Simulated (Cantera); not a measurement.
An isothermal plug-flow reactor at 550 K and 2.57 atm (inlet), inlet velocity 0.68 m/s, active area per volume 100 1/m; feed H₂ : O₂ : N₂ = 0.0023 : 0.034 : 0.79 (molar parts), equivalence ratio 0.034.

Model: Deutschmann's 1995 Pt surface mechanism with GRI-Mech 3.0 gas chemistry, integrated in Cantera. Catalytic surfaces can have several steady states; this one follows from the mechanism file's or the stated starting coverage. Mass transfer to the wall is taken as infinitely fast.

Q: What does this change do: inlet velocity 0.68 to 0.47 m/s?

A: 
```json
[
 {"quantity": "x(H₂) at z = 0.014 m", "before": "0.000383", "after": "0.000276"},
 {"quantity": "x(O₂) at z = 0.014 m", "before": "0.0400", "after": "0.0399"},
 {"quantity": "x(H₂O) at z = 0.014 m", "before": "0.00240", "after": "0.00251"},
 {"quantity": "θ(free Pt) at the exit", "before": "0.0149", "after": "0.0107"},
 {"quantity": "θ(O*) at the exit", "before": "0.978", "after": "0.983"},
 {"quantity": "θ(OH*) at the exit", "before": "0.00695", "after": "0.00600"}
]
```

Q: What does this change do: inlet velocity 0.68 to 0.33 m/s?

A: 
```tsv
quantity	before	after
x(H₂) at z = 0.014 m	0.000383	0.000199
x(O₂) at z = 0.014 m	0.0400	0.0399
x(H₂O) at z = 0.014 m	0.00240	0.00259
θ(free Pt) at the exit	0.0149	0.00777
θ(O*) at the exit	0.978	0.987
θ(OH*) at the exit	0.00695	0.00516
```
